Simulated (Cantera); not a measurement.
Cantera with NASA thermochemical tables; ideal gases at 1 bar, condensed phases pure. Values are per mole of reaction as written; species without (g) are pure solids or liquids, kept so even where they would boil at 1 bar.

4 Cu(OH)2 → 2 Cu2O + 3 O2(g) + 8 H(g), with ΔH° = 3204.1 kJ and ΔS° = 1284.4 J/K at 300 K.

**Question.** How far is the shortcut ΔG° ≈ ΔH°(300 K) − T·ΔS°(300 K) from the full temperature-dependent value at 725, 825, 925, 1025, 1125, 1225, 1325 K?

**Answer.** 
```tsv
T (K)	shortcut (kJ)	full (kJ)	difference (kJ)	difference in log10 K
725	2272.9	2274.6	-1.8	0.13
825	2144.4	2147.6	-3.2	0.20
925	2016.0	2021.1	-5.1	0.29
1025	1887.5	1895.0	-7.5	0.38
1125	1759.1	1769.4	-10.3	0.48
1225	1630.7	1644.1	-13.5	0.57
1325	1502.2	1519.2	-17.0	0.67
```
The shortcut ignores the heat-capacity change of the reaction.
